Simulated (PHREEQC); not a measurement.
Phosphoric acid bath: an equilibrium model

Consider water at 25 °C with 0.018 mol KH2PO4, 0.00047 mol HCl and 2.3e-07 mol H4SiO4 per kg of water. Closed to the air; pH follows from the charge balance.

The numbers come from PHREEQC with the ion-association model, phreeqc.dat.

Each row changes one thing in this solution. This is a speciation only: nothing precipitates in the calculation.

| case | pH | ionic strength (mol/kgw) | SI of Quartz (SiO2) |
|---|---|---|---|
| as made | 3.85 | 0.0182 | -2.66 |
| KH2PO4 replaced by KHF2 at the same molality | 3.13 | 0.0188 | -9.60 |
| temperature from 25 to 15 °C | 3.81 | 0.0182 | -2.50 |
| diluted 2-fold with water | 3.97 | 0.00912 | -2.96 |
| H4SiO4 replaced by Na2SiF6 at the same molality | 3.85 | 0.0182 | -2.66 |
| H4SiO4 from 2.3e-07 to 4.6e-07 mol/kgw | 3.85 | 0.0182 | -2.35 |
| HCl from 0.00047 to 0.0047 mol/kgw | 2.81 | 0.0197 | -2.66 |
| H4SiO4 from 2.3e-07 to 2.07e-07 mol/kgw | 3.85 | 0.0182 | -2.70 |

Species that the database lacks are ignored. SiF6-2 is the database's only silicon fluoride.
